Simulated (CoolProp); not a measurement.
Vapour-liquid equilibrium of R134a (1) + R142b (2) at 329.3 K; x and y are mole fractions of (1).

Computed with CoolProp (multi-fluid Helmholtz-energy mixture model, Tillner-Roth 1994 and Lemmon 2006; pair parameters Bell 2016).

| x | bubble pressure (kPa) | y at the bubble point | dew pressure at overall composition x (kPa) | liquid density (mol/L) |
|---|---|---|---|---|
| 0.05 | ___ | 0.090 | ___ | 10.23 |
| 0.2 | ___ | 0.310 | 901.2 | 10.26 |
| 0.35 | 1089 | 0.481 | 994.7 | 10.30 |
| 0.5 | 1202 | 0.622 | 1103 | ___ |
| 0.65 | 1309 | 0.743 | 1226 | 10.38 |
| 0.8 | 1409 | 0.855 | 1360 | ___ |
| 0.95 | 1503 | 0.963 | 1492 | 10.49 |

Q: Complete the blanks.

A: 
- 0.05, bubble pressure (kPa): 841.1
- 0.05, dew pressure at overall composition x (kPa): 821.2
- 0.2, bubble pressure (kPa): 968.6
- 0.5, liquid density (mol/L): 10.34
- 0.8, liquid density (mol/L): 10.42

No azeotrope shows between x = 0.05 and 0.95.

The pair parameters rest on a limited set of measurements; away from them the model extrapolates.
